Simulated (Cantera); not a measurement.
**Adiabatic ignition**

An adiabatic, constant-volume homogeneous reactor starts with C3H8 : O2 : N2 = 1 : 9.26 : 34.8 (molar parts), at 1175 K and 18.0 bar.

Cantera simulation using GRI-Mech 3.0 (53 species, 325 reactions); the numbers are that mechanism's predictions, not measurements. GRI-Mech 3.0 was tuned for natural gas; its chemistry of propane as a main component is partial and can be far from experiment. The pressure lies above the range GRI-Mech 3.0 was tuned for (to about 10 atm).

```tsv
t (s)	T (K)	P (bar)	x C3H8	x O2	x O	x NO2	x H2O	x CH4
3.00e-6	1175	18.0	0.0222	0.206	4.59e-11	<1e-12	9.82e-9	1.11e-8
6.97e-6	1175	18.0	0.0222	0.206	9.62e-11	<1e-12	5.49e-8	6.18e-8
1.62e-5	1175	18.0	0.0222	0.206	2.43e-10	<1e-12	3.71e-7	3.56e-7
3.76e-5	1175	18.0	0.0222	0.205	7.09e-10	<1e-12	2.92e-6	2.17e-6
8.74e-5	1175	18.0	0.0221	0.205	1.52e-9	<1e-12	1.97e-5	1.21e-5
0.000203	1175	18.0	0.0220	0.205	1.90e-9	<1e-12	7.96e-5	4.51e-5
0.000472	1176	18.0	0.0217	0.205	2.78e-9	<1e-12	0.000273	0.000138
0.00110	1183	18.2	0.0198	0.204	1.32e-8	<1e-12	0.00154	0.000532
0.00254	2565	40.3	<1e-12	0.0860	0.000922	3.73e-5	0.0836	<1e-12
0.00591	2555	40.1	<1e-12	0.0838	0.000868	5.18e-5	0.0837	<1e-12
0.0137	2555	40.1	<1e-12	0.0838	0.000866	5.23e-5	0.0837	<1e-12
0.0319	2555	40.1	<1e-12	0.0838	0.000866	5.23e-5	0.0837	<1e-12
0.0741	2555	40.1	<1e-12	0.0838	0.000866	5.23e-5	0.0837	<1e-12
0.172	2555	40.1	<1e-12	0.0838	0.000866	5.23e-5	0.0837	<1e-12
0.400	2555	40.1	<1e-12	0.0838	0.000866	5.23e-5	0.0837	<1e-12
```
x: mole fraction; the columns are a selection and need not sum to one.

```
Quantity                                                               Value
---------------------------------  -----------------------------------------
time of steepest temperature rise                                    1.42 ms
temperature at 0.400 s                                                2555 K
equilibrium temperature                                               2555 K
x(C3H8) at 0.400 s                     <1e-12 (gas-phase equilibrium <1e-12)
x(O2) at 0.400 s                       0.0838 (gas-phase equilibrium 0.0838)
x(O) at 0.400 s                    0.000866 (gas-phase equilibrium 0.000866)
```
